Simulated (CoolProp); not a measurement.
Vapour-liquid equilibrium of octamethyltrisiloxane (MDM) (1) + octamethylcyclotetrasiloxane (D4) (2) at 1.2 bar; x and y are mole fractions of (1).

The numbers come from the multi-fluid Helmholtz-energy mixture model, Thol 2017 and Thol 2015; pair parameters Bell 2016 in CoolProp.

```tsv
x	bubble temperature (K)	y at the bubble point	dew temperature at overall composition x (K)	liquid density (mol/L)
0.05	454.0	0.083	454.7	2.562
0.15	451.1	0.232	452.7	2.590
0.25	448.4	0.360	450.7	2.618
0.35	445.9	0.475	448.6	2.645
0.45	443.5	0.578	446.4	2.672
0.55	441.3	0.671	444.2	2.699
0.65	439.2	0.757	441.8	2.726
0.75	437.1	0.835	439.4	2.752
0.85	435.1	0.906	436.7	2.779
0.95	433.2	0.971	433.8	2.806
```

No azeotrope shows between x = 0.05 and 0.95.

The pair parameters rest on a limited set of measurements; away from them the model extrapolates.
